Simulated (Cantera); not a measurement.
Input: 1 mol HMDSO, 2 mol H2O, 10 mol N2, equilibrated at 0.133 bar.

Cantera equilibrium calculation (NASA polynomials, part measured and part estimated; ideal gas, pure solids and liquids). Candidate condensed phases: C, C6H6, C7H8, C8H18, H2O, Si, SiC, SiO2, Si2N2O, Si3N4; 151 gas species. The feed counts by its element totals alone. N2 is the only nitrogen source here; it is nearly inert below about 1500 K, so the nitride shown seldom forms there in practice. Mutual solubility and eutectic melting of coexisting phases are not modelled. The tables hold silica as quartz up to 1696 K and as liquid above; real silica turns to tridymite and cristobalite and melts near 1996 K. Rates play no part.

x: gas mole fraction; n: condensed amount in mol.

```json
[
 {"T (K)": "750", "x H2": "0.421", "x N2": "0.503", "x CO": "8.83e-7", "x CH4": "0.0756", "x HCN": "1.13e-8", "x NH3": "0.000132", "n C(graphite)": "4.55", "n SiO2(α-quartz)": "1.33", "n Si2N2O(s)": "0.333", "n SiO2(β-quartz)": "0"},
 {"T (K)": "800", "x H2": "0.473", "x N2": "0.487", "x CO": "5.30e-6", "x CH4": "0.0401", "x HCN": "4.50e-8", "x NH3": "9.05e-5", "n C(graphite)": "5.20", "n SiO2(α-quartz)": "1.33", "n Si2N2O(s)": "0.333", "n SiO2(β-quartz)": "0"},
 {"T (K)": "850", "x H2": "0.502", "x N2": "0.477", "x CO": "?", "x CH4": "?", "x HCN": "?", "x NH3": "?", "n C(graphite)": "5.58", "n SiO2(α-quartz)": "0", "n Si2N2O(s)": "0.334", "n SiO2(β-quartz)": "1.33"},
 {"T (K)": "900", "x H2": "0.516", "x N2": "0.473", "x CO": "0.000105", "x CH4": "0.0111", "x HCN": "4.31e-7", "x NH3": "4.11e-5", "n C(graphite)": "5.77", "n SiO2(α-quartz)": "0", "n Si2N2O(s)": "0.334", "n SiO2(β-quartz)": "1.33"},
 {"T (K)": "950", "x H2": "0.523", "x N2": "0.470", "x CO": "0.000366", "x CH4": "0.00611", "x HCN": "1.11e-6", "x NH3": "2.85e-5", "n C(graphite)": "5.87", "n SiO2(α-quartz)": "0", "n Si2N2O(s)": "0.336", "n SiO2(β-quartz)": "1.33"},
 {"T (K)": "1000", "x H2": "0.527", "x N2": "0.469", "x CO": "0.00113", "x CH4": "0.00353", "x HCN": "2.58e-6", "x NH3": "2.03e-5", "n C(graphite)": "5.90", "n SiO2(α-quartz)": "0", "n Si2N2O(s)": "0.341", "n SiO2(β-quartz)": "1.32"},
 {"T (K)": "1050", "x H2": "0.528", "x N2": "0.467", "x CO": "0.00311", "x CH4": "0.00213", "x HCN": "5.52e-6", "x NH3": "1.48e-5", "n C(graphite)": "5.89", "n SiO2(α-quartz)": "0", "n Si2N2O(s)": "0.355", "n SiO2(β-quartz)": "1.29"},
 {"T (K)": "1100", "x H2": "0.527", "x N2": "0.463", "x CO": "0.00782", "x CH4": "0.00133", "x HCN": "1.10e-5", "x NH3": "1.10e-5", "n C(graphite)": "5.81", "n SiO2(α-quartz)": "0", "n Si2N2O(s)": "0.388", "n SiO2(β-quartz)": "1.22"},
 {"T (K)": "1150", "x H2": "0.525", "x N2": "0.456", "x CO": "0.0181", "x CH4": "0.000858", "x HCN": "2.05e-5", "x NH3": "8.34e-6", "n C(graphite)": "5.60", "n SiO2(α-quartz)": "0", "n Si2N2O(s)": "0.460", "n SiO2(β-quartz)": "1.08"},
 {"T (K)": "1200", "x H2": "0.518", "x N2": "0.443", "x CO": "0.0387", "x CH4": "0.000564", "x HCN": "3.57e-5", "x NH3": "6.32e-6", "n C(graphite)": "5.17", "n SiO2(α-quartz)": "0", "n Si2N2O(s)": "0.607", "n SiO2(β-quartz)": "0.786"},
 {"T (K)": "1250", "x H2": "0.504", "x N2": "0.418", "x CO": "0.0770", "x CH4": "0.000373", "x HCN": "5.82e-5", "x NH3": "4.71e-6", "n C(graphite)": "4.31", "n SiO2(α-quartz)": "0", "n Si2N2O(s)": "0.893", "n SiO2(β-quartz)": "0.215"},
 {"T (K)": "1300", "x H2": "0.500", "x N2": "0.409", "x CO": "0.0909", "x CH4": "?", "x HCN": "?", "x NH3": "?", "n C(graphite)": "3.99", "n SiO2(α-quartz)": "0", "n Si2N2O(s)": "1.000", "n SiO2(β-quartz)": "0"},
 {"T (K)": "1350", "x H2": "0.500", "x N2": "0.409", "x CO": "0.0909", "x CH4": "0.000192", "x HCN": "0.000147", "x NH3": "3.08e-6", "n C(graphite)": "3.99", "n SiO2(α-quartz)": "0", "n Si2N2O(s)": "1.000", "n SiO2(β-quartz)": "0"},
 {"T (K)": "1400", "x H2": "0.500", "x N2": "0.409", "x CO": "0.0909", "x CH4": "0.000144", "x HCN": "0.000224", "x NH3": "2.58e-6", "n C(graphite)": "3.99", "n SiO2(α-quartz)": "0", "n Si2N2O(s)": "1.000", "n SiO2(β-quartz)": "0"}
]
```

**Question.** Fill in the missing entries.

**Answer.** 
- 1300, x CH4: 0.000262
- 1300, x HCN: 9.36e-5
- 1300, x NH3: 3.73e-6
- 850, x CO: 2.58e-5
- 850, x CH4: 0.0209
- 850, x HCN: 1.50e-7
- 850, x NH3: 6.07e-5
